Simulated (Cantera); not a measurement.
## Ignition delay

Mixture: CO : H2 : O2 : N2 = 1 : 0.14 : 1.39 : 5.23 (molar parts), at 51000 Pa, adiabatic and at constant volume. Ignition delay is the time to a rise of 400 K.

Computed with Cantera and GRI-Mech 3.0 (53 species, 325 reactions). Where the delays flatten at high temperature, the 400 K rule measures the pace of heat release, not the induction time.

```
T0 (K)  delay (ms)
------  ----------
1100         0.471
1175         0.355
1250         0.297
1325         0.267
1400         0.254
1475         0.254
1550         0.265
```
